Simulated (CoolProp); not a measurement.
Values from CoolProp's reference Helmholtz-energy equation of state, Lemmon 2013.

### Question
Give the vapour pressure (MPa), vapour density (kg/m³), liquid conductivity (mW/(m K)) of saturated propylene at 46.45, 71.15 °C.

### Answer
```
T (°C)  p (MPa)  vapour density (kg/m³)  liquid conductivity (mW/(m K))
------  -------  ----------------------  ------------------------------
46.45      1.90                    41.9                             100
71.15      3.15                    79.6                            86.4
```

Thermal conductivity comes from a separate model (Huber 2003), an estimate that may be off by 10 % or more.
